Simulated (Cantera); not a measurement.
Input: 1 mol Ti, 14 mol H2O, 48 mol H2, at 1548.15 K and 3.60 mbar.

Equilibrium computed with Cantera from the NASA thermochemical tables; the gas is ideal and each condensed phase is pure. Candidate condensed phases: H2O, Ti, TiO, TiO2, Ti2O3, Ti3O5, Ti4O7; 12 gas species. The numbers say what is thermodynamically allowed, not how fast it happens.

Base state: H2 0.806, H2O 0.194, H 0.000462 (mole fractions); condensed: TiO2(rutile).

Question: What changes in the equilibrium state with this change: pressure from 3.60 mbar to 56.0 Pa?

Answer: 
```
species              before    after
-----------------  --------  -------
H2                    0.806    0.805
H2O                   0.194    0.193
H                  0.000462  0.00117
TiO2(rutile), mol      1.00    1.000
```
